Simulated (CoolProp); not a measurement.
Properties of 1-butene along the isobar 46.2 bar (Tc = 146.1 °C, pc = 40.06 bar, ω = 0.192).

The numbers come from the reference Helmholtz-energy equation of state, Lemmon 2005 in CoolProp. It is a short technical equation, of lower accuracy than the large ones.

| T (°C) | phase | Z | cv (kJ/(kg K)) | isothermal compressibility (1/MPa) |
|---|---|---|---|---|
| -114.35 | liquid | 0.2640 | 1.288 | 0.0006754 |
| -91.05 | liquid | 0.2379 | 1.309 | 0.0008297 |
| -67.65 | liquid | 0.2180 | 1.346 | 0.001028 |
| -44.35 | liquid | 0.2028 | 1.393 | 0.001286 |
| -21.05 | liquid | 0.1911 | 1.447 | 0.001634 |
| 2.35 | liquid | 0.1820 | 1.509 | 0.002120 |
| 25.65 | liquid | 0.1753 | 1.576 | 0.002827 |
| 48.95 | liquid | 0.1709 | 1.649 | 0.003924 |
| 72.25 | liquid | 0.1688 | 1.727 | 0.005786 |
| 95.65 | liquid | 0.1697 | 1.812 | 0.009456 |
| 118.95 | liquid | 0.1757 | 1.904 | 0.01889 |
